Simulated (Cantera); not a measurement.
A closed system holds: 1 mol CaCl₂, a varied amount of H₂, held at 9100 Pa.

Method: chemical equilibrium by Gibbs-energy minimisation in Cantera with the NASA 1993 tables (ideal gas, pure condensed phases). Candidate condensed phases: Ca, CaCl₂; 9 gas species. Rates play no part.

Question: What condenses at these points (T in K, n(H₂) in mol): (1975, 18); (1575, 0.61); (1825, 0.61); (1725, 0.61); (1775, 3.3)?

Answer: 
```json
[
 {"T (K)": "1975", "n(H₂) in mol": "18", "condensed phases": "gas only", "Ca condensed (%)": "0.0"},
 {"T (K)": "1575", "n(H₂) in mol": "0.61", "condensed phases": "CaCl₂", "Ca condensed (%)": "96.9"},
 {"T (K)": "1825", "n(H₂) in mol": "0.61", "condensed phases": "gas only", "Ca condensed (%)": "0.0"},
 {"T (K)": "1725", "n(H₂) in mol": "0.61", "condensed phases": "CaCl₂", "Ca condensed (%)": "78.0"},
 {"T (K)": "1775", "n(H₂) in mol": "3.3", "condensed phases": "gas only", "Ca condensed (%)": "0.0"}
]
```
